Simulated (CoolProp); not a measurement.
Model: reference Helmholtz-energy equation of state, Lemmon 2022, in CoolProp.

**Question.** For R1234yf, give the phase and the Joule-Thomson coefficient (K/MPa) at -70.65 °C and 0.166 MPa; 59.05 °C and 0.166 MPa; 136.85 °C and 0.166 MPa.

**Answer.** 
- -70.65 °C and 0.166 MPa: liquid; Joule-Thomson coefficient -0.400
- 59.05 °C and 0.166 MPa: gas; Joule-Thomson coefficient 13.2
- 136.85 °C and 0.166 MPa: gas; Joule-Thomson coefficient 7.13
